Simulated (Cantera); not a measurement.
An adiabatic, constant-volume homogeneous reactor starts with CH4 : CO : O2 : N2 = 1 : 0.37 : 1.37 : 5.13 (molar parts), at 1050 K and 6450 Torr. Integrator tolerance rtol = 1e-08.

Model: GRI-Mech 3.0 (53 species, 325 reactions), integrated in Cantera.

Task: What does this change do: CH4 1 to 0.31 parts?

Result: 
| quantity | before | after |
|---|---|---|
| time of steepest temperature rise | 0.113 s | 67.8 ms |
| temperature at 0.700 s | 2798 K | 2560 K |
| equilibrium temperature | 2798 K | 2560 K |
| x(CH4) at 0.700 s | 1.76e-10 (gas-phase equilibrium 1.98e-10) | <1e-12 (gas-phase equilibrium <1e-12) |
| x(CO) at 0.700 s | 0.121 (gas-phase equilibrium 0.121) | 0.00383 (gas-phase equilibrium 0.00383) |
| x(O2) at 0.700 s | 9.92e-5 (gas-phase equilibrium 9.92e-5) | 0.0733 (gas-phase equilibrium 0.0733) |
| x(CH2CO) at 0.700 s | 1.50e-12 (gas-phase equilibrium 1.63e-12) | <1e-12 (gas-phase equilibrium <1e-12) |
| x(H2O) at 0.700 s | 0.160 (gas-phase equilibrium 0.160) | 0.0847 (gas-phase equilibrium 0.0847) |
| x(NO2) at 0.700 s | 5.10e-8 (gas-phase equilibrium 5.10e-8) | 3.23e-5 (gas-phase equilibrium 3.23e-5) |
| x(N2O) at 0.700 s | 1.70e-7 (gas-phase equilibrium 1.70e-7) | 3.49e-6 (gas-phase equilibrium 3.49e-6) |

Task: What does this change do: constant pressure in place of constant volume?

Result: 
```json
[
 {"quantity": "time of steepest temperature rise", "before": "0.113 s", "after": "0.120 s"},
 {"quantity": "temperature at 0.700 s", "before": "2798 K", "after": "2460 K"},
 {"quantity": "equilibrium temperature", "before": "2798 K", "after": "2460 K"},
 {"quantity": "x(CH4) at 0.700 s", "before": "1.76e-10 (gas-phase equilibrium 1.98e-10)", "after": "8.02e-11 (gas-phase equilibrium 8.98e-11)"},
 {"quantity": "x(CO) at 0.700 s", "before": "0.121 (gas-phase equilibrium 0.121)", "after": "0.118 (gas-phase equilibrium 0.118)"},
 {"quantity": "x(O2) at 0.700 s", "before": "9.92e-5 (gas-phase equilibrium 9.92e-5)", "after": "1.36e-5 (gas-phase equilibrium 1.36e-5)"},
 {"quantity": "x(CH2CO) at 0.700 s", "before": "1.50e-12 (gas-phase equilibrium 1.63e-12)", "after": "<1e-12 (gas-phase equilibrium <1e-12)"},
 {"quantity": "x(H2O) at 0.700 s", "before": "0.160 (gas-phase equilibrium 0.160)", "after": "0.161 (gas-phase equilibrium 0.161)"},
 {"quantity": "x(NO2) at 0.700 s", "before": "5.10e-8 (gas-phase equilibrium 5.10e-8)", "after": "3.30e-9 (gas-phase equilibrium 3.30e-9)"},
 {"quantity": "x(N2O) at 0.700 s", "before": "1.70e-7 (gas-phase equilibrium 1.70e-7)", "after": "2.15e-8 (gas-phase equilibrium 2.15e-8)"}
]
```
